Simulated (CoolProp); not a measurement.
R1234ze(E) along the isotherm 223.1 K: density (kg/m³) from the reference equation and from simpler models built on Tc = 382.5 K, pc = 3.635 MPa, ω = 0.313; each cubic takes its own stable root.

Values from CoolProp's reference Helmholtz-energy equation of state, Thol 2016.

```csv
p (MPa),phase,reference,van der Waals,Redlich-Kwong,Soave-Redlich-Kwong,Peng-Robinson
0.0172,gas,1.069,1.063,1.065,1.066,1.067
0.0392,liquid,___,2.437,2.450,1243,1401
0.0893,liquid,1376,5.636,1198,1243,1401
0.203,liquid,1376,13.29,1199,1243,1402
0.463,liquid,1376,___,1200,___,1402
1.05,liquid,___,___,1202,1245,1404
2.4,liquid,1380,823.0,1207,1249,1407
5.45,liquid,___,835.8,1217,1256,___
```

**Question.** Fill in the missing entries.

**Answer.** 
- 0.0392, reference: 1375
- 0.463, van der Waals: 813.5
- 0.463, Soave-Redlich-Kwong: 1244
- 1.05, reference: 1377
- 1.05, van der Waals: 816.5
- 5.45, reference: 1386
- 5.45, Peng-Robinson: 1413

At some of these states van der Waals, Redlich-Kwong gives the other phase, because its saturation line lies elsewhere.
